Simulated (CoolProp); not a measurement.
Values from CoolProp's reference Helmholtz-energy equation of state, Thol 2018.

Task: Give the vapour pressure (bar), enthalpy of vaporisation (kJ/kg), liquid cp (kJ/(kg K)), vapour Z of saturated hydrogen chloride at 233.6, 267.2, 278.4 K.

Result: 
```csv
T (K),p (bar),enthalpy of vaporisation (kJ/kg),liquid cp (kJ/(kg K)),vapour Z
233.6,7.78,386,1.75,0.885
267.2,22.1,325,1.96,0.772
278.4,29.6,299,2.11,0.721
```
